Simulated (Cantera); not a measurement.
Charge: 1 mol ZrO₂, 1400 mol H₂, 37 mol N₂, equilibrated at 1998 K and 0.0750 Torr.

These are equilibrium values from Cantera (NASA tables, ideal gas, pure condensed phases), not measurements of a reactor. Candidate condensed phases: H₂O, Zr, ZrN, ZrO₂; 28 gas species. The numbers say what is thermodynamically allowed, not how fast it happens.

Base state: H₂ 0.830, H 0.146, N₂ 0.0239, ZrO 2.10e-5, H₂O 2.07e-5 (mole fractions); condensed: ZrO₂(tetragonal).

### Question
What changes in the equilibrium state with this change: temperature from 1998 K to 1423 K?

### Answer
```tsv
species	before	after
H₂	0.830	0.974
N₂	0.0239	0.0257
H	0.146	0.000655
ZrO	2.10e-5	<1e-9
H₂O	2.07e-5	6.70e-7
ZrO₂(tetragonal), mol	0.967	0
ZrN(s), mol	0	0.000481
ZrO₂(monoclinic), mol	0	1.000
```
Mutual solubility and eutectic melting of coexisting phases are not modelled. ZrN: taken at fixed stoichiometry. Condensed phases not in the tables: solid solutions among these carbides, nitrides and lower oxides.

### Question
What changes in the equilibrium state with this change: ZrO₂ replaced by V₂O₃?

### Answer
```tsv
species	before	after
H₂	0.830	0.828
H	0.146	0.146
N₂	0.0239	0.0238
VO	0	0.000786
H₂O	2.07e-5	0.000784
ZrO	2.10e-5	0
V	0	0.000329
VO₂	0	0.000174
OH	3.63e-7	1.38e-5
ZrO₂(tetragonal), mol	0.967	0
```
Further candidate phases: V, VN, VO, V₂O₃, V₂O₄, V₂O₅.
